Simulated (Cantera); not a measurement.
Cantera run:

```python
import numpy as np
import cantera as ct

gas_names = """
    B BCL BCL2 BCL3 BN B2 CL CL2 N N2
""".split()
cond_names = """
    B(b) B(L) BN(s)
""".split()


def load(file, names, dense=False):
    # The tables refer to 1 bar. Condensed volumes are neglected.
    table = {s.name: s for s in ct.Species.list_from_file(file)}
    out = []
    for n in names:
        d = dict(table[n].input_data)
        d["thermo"] = dict(d["thermo"], **{"reference-pressure": 1e5})
        if dense:
            d["equation-of-state"] = {"model": "constant-volume", "density": "1e6 g/cm^3"}
        out.append(ct.Species.from_dict(d))
    return out


gas = ct.Solution(thermo="ideal-gas", species=load("nasa_gas.yaml", gas_names))
cond = {s.name: ct.Solution(thermo="fixed-stoichiometry", species=[s], name=s.name)
        for s in load("nasa_condensed.yaml", cond_names, dense=True)}
atoms = {
    'BCl3': {'B': 1, 'CL': 3},
    'N2': {'N': 2},
}
top_T = {'BN(s)': 3200}  # K; cautious upper limits of use, not melting points


def equilibrate(T, P, feed):
    n = {}
    for name, mol in feed.items():
        for a, k in atoms[name].items():
            n[a] = n.get(a, 0.0) + k * mol
    gas.TPX = T, P, n
    mass = sum(n.values()) * gas.mean_molecular_weight
    gas.equilibrate("TP")
    valid = [c for c in cond.values() if c.min_temp <= T <= top_T.get(c.name, c.max_temp)]
    mix = ct.Mixture([(gas, mass / gas.mean_molecular_weight)] + [(c, 0.0) for c in valid])
    mix.T, mix.P = T, P
    mix.equilibrate("TP", solver="vcs", rtol=1e-11, max_steps=5000)
    return mix


results = []
feed = {'BCl3': 1, 'N2': 11}  # mol
T = 1723.15  # K
P = 1100  # Pa
mix = equilibrate(T, P, feed)
results.append((T, P, feed, dict(zip(mix.species_names, mix.species_moles))))
x = sorted(zip(gas.X, gas.species_names), reverse=True)
print(f"T = {T:g} K  P = {P:g} Pa  gas = {mix.phase_moles(0):.4g} mol")
print("   x: " + "  ".join(f"{s} {v:.3e}" for v, s in x if v > 0.0001))
print("   condensed (mol): " + ("  ".join(f"{mix.phase(i).name} {mix.phase_moles(i):.4g}"
      for i in range(1, mix.n_phases) if mix.phase_moles(i) > 1e-12) or "none"))
```

It prints:

```
T = 1723.15 K  P = 1100 Pa  gas = 12.06 mol
   x: N2 9.117e-01  BCL3 7.874e-02  CL 5.712e-03  BCL2 2.867e-03  BCL 9.969e-04
   condensed (mol): BN(s) 0.003484
```

Method: chemical equilibrium by Gibbs-energy minimisation in Cantera with the NASA 1993 tables (ideal gas, pure condensed phases). The tables' values for BCl2, BCl are old estimates; treat these amounts as uncertain.
